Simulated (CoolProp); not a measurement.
Vapour pressure (kPa) of hydrogen chloride: the reference equation beside estimates from Tc = 51.5 °C, pc = 8314 kPa, ω = 0.130. Clausius-Clapeyron is anchored at -12.75 °C with a constant enthalpy of vaporisation of 12.37 kJ/mol.

Values from CoolProp's reference Helmholtz-energy equation of state, Thol 2018.

```csv
T (°C),reference,Lee-Kesler,Clausius-Clapeyron,van der Waals,Redlich-Kwong,Soave-Redlich-Kwong,Peng-Robinson
-50.15,523.6,521.4,700.9,1512,618.0,521.1,521.7
-40.85,742.8,744.8,915.6,1861,871.9,745.0,742.6
-31.45,1028,1036,1175,2265,1197,1038,1031
-22.05,1388,1402,1479,2720,1599,1408,1396
-12.75,1828,1849,1828,3224,2082,1862,1843
-3.35,2370,2398,2231,3790,2663,2420,2395
6.05,3023,3056,2686,4415,3345,3091,3059
15.35,3792,3827,3189,5092,4128,3877,3840
24.75,4710,4745,3753,5838,5035,4807,4768
34.15,5791,5822,4373,6647,6064,5886,5851
```

Absolute difference from the reference over all 10 rows, mean and median: Lee-Kesler 0.8 and 0.9 %, Clausius-Clapeyron 15.6 and 15.1 %, van der Waals 81.1 and 68.1 %, Redlich-Kwong 12.4 and 13.1 %, Soave-Redlich-Kwong 1.5 and 1.8 %, Peng-Robinson 0.8 and 0.9 %.
